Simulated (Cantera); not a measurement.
What does this Cantera script print?

```python
import numpy as np
import cantera as ct

gas_names = """
    C CO COS CO2 CS CS2 C2 C2O C3 C3O2 C4 C5 O O2 O3 S SO SO2 SO3 S2 S2O S8
""".split()
cond_names = """
    C(gr) S(cr1) S(cr2) S(L)
""".split()


# ... load() reads the species with a 1 bar reference pressure and builds the phases ...
atoms = {
    'CS2': {'C': 1, 'S': 2},
    'SO2': {'S': 1, 'O': 2},
    'O2': {'O': 2},
}
top_T = {'C(gr)': 4500}  # K; cautious upper limits of use, not melting points


# ... equilibrate(T, P, feed) seeds the gas with the atoms and calls Mixture.equilibrate('TP', solver="vcs", rtol=1e-11, max_steps=5000) ...
results = []
feed = {'CS2': 1, 'SO2': 0.21, 'O2': 0.058}  # mol
P = 120000  # Pa
for T in [873, 1023, 1173, 1323, 1473, 1623, 1773, 1923]:
    mix = equilibrate(T, P, feed)
    results.append((T, P, feed, dict(zip(mix.species_names, mix.species_moles))))
    x = sorted(zip(gas.X, gas.species_names), reverse=True)
    print(f"T = {T:g} K  P = {P:g} Pa  gas = {mix.phase_moles(0):.4g} mol")
    print("   x: " + "  ".join(f"{s} {v:.3e}" for v, s in x if v > 1e-05))
    print("   condensed (mol): " + ("  ".join(f"{mix.phase(i).name} {mix.phase_moles(i):.4g}"
          for i in range(1, mix.n_phases) if mix.phase_moles(i) > 1e-12) or "none"))
```

It prints:

```
T = 873 K  P = 120000 Pa  gas = 1.35 mol
   x: CS2 3.911e-01  COS 2.782e-01  S2 2.493e-01  CO2 4.732e-02  CO 2.430e-02  S8 9.810e-03  S2O 1.065e-05
   condensed (mol): none
T = 1023 K  P = 120000 Pa  gas = 1.447 mol
   x: CS2 3.505e-01  S2 3.088e-01  COS 2.089e-01  CO 1.021e-01  CO2 2.973e-02  S2O 1.429e-05
   condensed (mol): none
T = 1173 K  P = 120000 Pa  gas = 1.534 mol
   x: S2 3.481e-01  CS2 3.132e-01  CO 2.098e-01  COS 1.183e-01  CO2 1.065e-02  S2O 1.217e-05
   condensed (mol): none
T = 1323 K  P = 120000 Pa  gas = 1.592 mol
   x: S2 3.717e-01  CS2 2.942e-01  CO 2.746e-01  COS 5.691e-02  CO2 2.616e-03  CS 1.225e-05
   condensed (mol): none
T = 1473 K  P = 120000 Pa  gas = 1.617 mol
   x: S2 3.817e-01  CO 3.020e-01  CS2 2.875e-01  COS 2.806e-02  CO2 6.490e-04  CS 9.316e-05  S 1.668e-05
   condensed (mol): none
T = 1623 K  P = 120000 Pa  gas = 1.629 mol
   x: S2 3.860e-01  CO 3.135e-01  CS2 2.846e-01  COS 1.516e-02  CS 4.909e-04  CO2 1.909e-04  S 8.638e-05
   condensed (mol): none
T = 1773 K  P = 120000 Pa  gas = 1.635 mol
   x: S2 3.882e-01  CO 3.186e-01  CS2 2.818e-01  COS 8.988e-03  CS 1.943e-03  S 3.386e-04  CO2 6.755e-05
   condensed (mol): none
T = 1923 K  P = 120000 Pa  gas = 1.642 mol
   x: S2 3.900e-01  CO 3.206e-01  CS2 2.765e-01  CS 6.113e-03  COS 5.762e-03  S 1.073e-03  CO2 2.823e-05
   condensed (mol): none
```

Method: chemical equilibrium by Gibbs-energy minimisation in Cantera with the NASA 1993 tables (ideal gas, pure condensed phases). Gases not in the tables: S3 to S7.
